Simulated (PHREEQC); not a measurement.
Dissolve 0.0012 mol CdCl2, 5.2e-05 mol CaCl2 and 0.0089 mol Na2SO4 per kg of water at 46 °C. Closed to the air; pH follows from the charge balance.

Equilibrium calculation in PHREEQC: ion-association model, wateq4f.dat.

Precipitation was switched off in this run.

Q: Estimate the pH, ionic strength.

A: pH 6.46; ionic strength 0.0275 mol/kgw.

Q: In which forms is S present?

A: SO4-2 89 %, CdSO4 5.0 %, NaSO4- 4.6 %, Cd(SO4)2-2 0.8 % of the S.

Constants without temperature data keep their 25 °C values here.
